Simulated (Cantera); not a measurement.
Input: 1 mol Si, 1.2 mol HBr, 19 mol H₂, held at 1098.15 K and 0.000330 bar.

These are equilibrium values from Cantera (NASA tables, ideal gas, pure condensed phases), not measurements of a reactor. Candidate condensed phases: Br₂, Si; 19 gas species. The tables' values for SiBr₃ are old estimates; treat these amounts as uncertain. Kinetics and transport are ignored.

Base state: H₂ 0.945, HBr 0.0514, SiBr₂ 0.00379, SiBr₄ 6.12e-5, Br 5.75e-5, SiBr₃ 4.33e-5 (mole fractions); condensed: Si(s).

Q: What changes in the equilibrium state with this change: H₂ from 19 to 0.38 mol?

A: 
| species | before | after |
|---|---|---|
| H₂ | 0.945 | 0.553 |
| HBr | 0.0514 | 0.231 |
| SiBr₂ | 0.00379 | 0.131 |
| SiBr₄ | 6.12e-5 | 0.0735 |
| SiBr₃ | 4.33e-5 | 0.00884 |
| SiHBr₃ | 9.68e-6 | 0.00151 |
| SiH₂Br₂ | 7.27e-7 | 1.47e-5 |
| Br | 5.75e-5 | 0.000339 |
| Si(s), mol | 0.921 | 0.685 |

Q: What changes in the equilibrium state with this change: pressure from 0.000330 bar to 0.100 bar?

A: 
```csv
species,before,after
H₂,0.945,0.957
HBr,0.0514,0.0356
SiBr₄,6.12e-5,0.00417
SiH₂Br₂,7.27e-7,0.000106
SiHBr₃,9.68e-6,0.000964
Br,5.75e-5,2.28e-6
"Si(s), mol",0.921,0.854
```
